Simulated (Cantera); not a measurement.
Input: 1 mol B2H6, 2.3 mol H2, equilibrated at 2175 K and 12.0 mbar.

These are equilibrium values from Cantera (NASA tables, ideal gas, pure condensed phases), not measurements of a reactor. Candidate condensed phases: B; 7 gas species. The feed counts by its element totals alone. The tables' values for BH2 are old estimates; treat these amounts as uncertain. Rates play no part.

Base state: H2 0.955, H 0.0436, BH2 0.00112, B 0.000161, BH 2.19e-5 (mole fractions); condensed: B(s).

**Question.** What changes in the equilibrium state with this change: pressure from 12.0 mbar to 1.00 bar?

**Answer.** 
| species | before | after |
|---|---|---|
| H2 | 0.955 | 0.994 |
| H | 0.0436 | 0.00487 |
| BH2 | 0.00112 | 0.00117 |
| B | 0.000161 | 1.93e-6 |
| BH3 | 5.55e-6 | 5.38e-5 |
| BH | 2.19e-5 | 2.44e-6 |
| B(s), mol | 1.99 | 1.99 |
Gases not in the tables: B2H6 and higher boranes.
